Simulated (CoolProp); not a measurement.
Vapour-liquid equilibrium of carbon dioxide (1) + dimethyl ether (2) at 230.9 K; x and y are mole fractions of (1).

The numbers come from the multi-fluid Helmholtz-energy mixture model, Span 1996 and Wu 2011; pair parameters Bell 2016 in CoolProp.

Question: Give the bubble pressure and the first vapour's composition at x = 0.45, 0.55, 0.95. Is there an azeotrope?

Answer: x = 0.45: 3.686 bar, y = 0.931; x = 0.55: 4.624 bar, y = 0.955; x = 0.95: 8.725 bar, y = 0.998. No azeotrope shows between x = 0.05 and 0.95.

The pair parameters rest on a limited set of measurements; away from them the model extrapolates.
